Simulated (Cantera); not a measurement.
A Cantera script and its output.

```python
import numpy as np
import cantera as ct

gas = ct.Solution("gri30.yaml")
gas.TPX = 2073, 100000, {'NO': 1, 'N2': 3.7}
reactor = ct.IdealGasConstPressureReactor(gas, energy="off", clone=False)
net = ct.ReactorNet([reactor])
net.rtol, net.atol = 1e-08, 1e-18
show = ['NO', 'NO2', 'O2', 'N2O', 'O']
times = np.geomspace(0.0006, 1, 15)

steps = ct.SolutionArray(gas, extra=["t"])
rows = []
print(f"{'t/s':>10s}{'T/K':>9s}{'P/Pa':>11s}" + "".join(f"{s:>11s}" for s in show))
for t in times:
    while net.time < t:
        t_next = net.step()
        steps.append(gas.state, t=t_next)
    rows.append([np.interp(t, steps.t, y) for y in (steps.T, steps.P, *steps(*show).X.T)])
    print(f"{t:10.3e}{rows[-1][0]:9.1f}{rows[-1][1]:11.4g}" + "".join(f"{x:11.3e}" for x in rows[-1][2:]))
rate = np.gradient(steps.T, steps.t)
print("integrator steps:", len(steps.t))
if steps.T.max() > steps.T[0] + 200:
    print(f"time of steepest temperature rise: {steps.t[rate.argmax()]:.4e} s")
gas.TPX = 2073, 100000, {'NO': 1, 'N2': 3.7}
gas.equilibrate("TP")
print(f"equilibrium (TP): T = {gas.T:.1f} K  " + "  ".join(f"{s} {gas[s].X[0]:.3e}" for s in show))
```

It prints:

```
       t/s      T/K       P/Pa         NO        NO2         O2        N2O          O
 6.000e-04   2073.0      1e+05  2.126e-01  2.600e-05  1.219e-05  2.058e-05  4.661e-05
 1.019e-03   2073.0      1e+05  2.125e-01  3.802e-05  4.259e-05  2.227e-05  6.683e-05
 1.731e-03   2073.0      1e+05  2.123e-01  4.446e-05  1.190e-04  2.254e-05  7.773e-05
 2.941e-03   2073.0      1e+05  2.120e-01  4.615e-05  2.644e-04  2.247e-05  8.063e-05
 4.997e-03   2073.0      1e+05  2.115e-01  4.730e-05  5.147e-04  2.235e-05  8.269e-05
 8.488e-03   2073.0      1e+05  2.107e-01  4.914e-05  9.417e-04  2.215e-05  8.600e-05
 1.442e-02   2073.0      1e+05  2.092e-01  5.207e-05  1.672e-03  2.181e-05  9.137e-05
 2.449e-02   2073.0      1e+05  2.067e-01  5.657e-05  2.922e-03  2.124e-05  9.988e-05
 4.161e-02   2073.0      1e+05  2.024e-01  6.312e-05  5.067e-03  2.030e-05  1.130e-04
 7.069e-02   2073.0      1e+05  1.950e-01  7.184e-05  8.735e-03  1.877e-05  1.323e-04
 1.201e-01   2073.0      1e+05  1.826e-01  8.185e-05  1.492e-02  1.636e-05  1.596e-04
 2.040e-01   2073.0      1e+05  1.624e-01  9.011e-05  2.498e-02  1.288e-05  1.960e-04
 3.465e-01   2073.0      1e+05  1.321e-01  9.053e-05  4.013e-02  8.518e-06  2.404e-04
 5.887e-01   2073.0      1e+05  9.261e-02  7.648e-05  5.984e-02  4.307e-06  2.880e-04
 1.000e+00   2073.0      1e+05  5.236e-02  4.966e-05  7.997e-02  1.608e-06  3.294e-04
integrator steps: 617
equilibrium (TP): T = 2073.0 K  NO 6.936e-03  NO2 7.423e-06  O2 1.027e-01  N2O 4.124e-07  O 3.704e-04
```

Cantera simulation using GRI-Mech 3.0 (53 species, 325 reactions); the numbers are that mechanism's predictions, not measurements.
